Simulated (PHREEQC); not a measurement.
Consider water at 20 °C with 3.4 mmol/kgw HF, 7.3 mmol/kgw KF and 0.00029 mmol/kgw H4SiO4. Closed to the air; pH follows from the charge balance.

All values are PHREEQC results (ion-association model, phreeqc.dat), not measurements.

Precipitation was switched off in this run.

Problem. What pH, specific conductance does the model give?

Solution. pH 3.50; specific conductance 894 µS/cm.

Problem. In which forms is F present?

Solution. F- 71 %, HF 28 %, HF2- 1.5 % of the F.

Species that the database lacks are ignored. SiF6-2 is the database's only silicon fluoride.
